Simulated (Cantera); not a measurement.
Charge: 1 mol BN, 1.7 mol F2, 1.2 mol N2, 20 mol NF3, held at 0.0160 bar.

Method: chemical equilibrium by Gibbs-energy minimisation in Cantera with the NASA 1993 tables (ideal gas, pure condensed phases). Candidate condensed phases: B, BN; 13 gas species. Equilibrium is a limit: real reactors are often held back by kinetics, nucleation or transport.

x: gas mole fraction; nothing condenses.

```
T (°C)    x F     x F2   x N2   x BF3     x NF3
------  -----  -------  -----  ------  --------
702     0.373    0.385  0.222  0.0190   0.00109
777     0.575    0.214  0.194  0.0166  0.000136
852         ?        ?  0.175  0.0150         ?
927     0.783        ?  0.166  0.0142         ?
1002    0.809   0.0149  0.162  0.0139   1.72e-7
1077    0.819  0.00637  0.161  0.0138   2.48e-8
1152    0.823  0.00295  0.161  0.0137   4.32e-9
```

Some entries are withheld; supply them.


- 927, x F2: 0.0371
- 927, x NF3: 1.45e-6
- 852, x F: 0.716
- 852, x F2: 0.0938
- 852, x NF3: 1.41e-5
